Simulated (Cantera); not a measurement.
A closed system holds: 1 mol C3H6, 3.6 mol H2, at 1427 °C and 96.0 Pa.

These are equilibrium values from Cantera (NASA tables, ideal gas, pure condensed phases), not measurements of a reactor. Candidate condensed phases: C, C6H6, C7H8, C8H18; 76 gas species. The numbers say what is thermodynamically allowed, not how fast it happens.

Base state: H2 0.995, H 0.00474, C2H2 (acetylene) 7.30e-5 (mole fractions); condensed: C(graphite).

Question: What changes in the equilibrium state with this change: temperature from 1427 °C to 1925 °C?

Answer: 
```json
[
 {"species": "H2", "before": "0.995", "after": "0.834"},
 {"species": "H", "before": "0.00474", "after": "0.164"},
 {"species": "C2H2 (acetylene)", "before": "7.30e-5", "after": "0.00211"},
 {"species": "C2H", "before": "1.95e-9", "after": "1.43e-5"},
 {"species": "C(graphite), mol", "before": "3.00", "after": "2.97"}
]
```

Question: What changes in the equilibrium state with this change: 0.0093 mol H2O added?

Answer: 
```tsv
species	before	after
H2	0.995	0.994
H	0.00474	0.00474
CO	0	0.00140
C2H2 (acetylene)	7.30e-5	7.29e-5
C(graphite), mol	3.00	2.99
```
Further candidate phases: H2O.
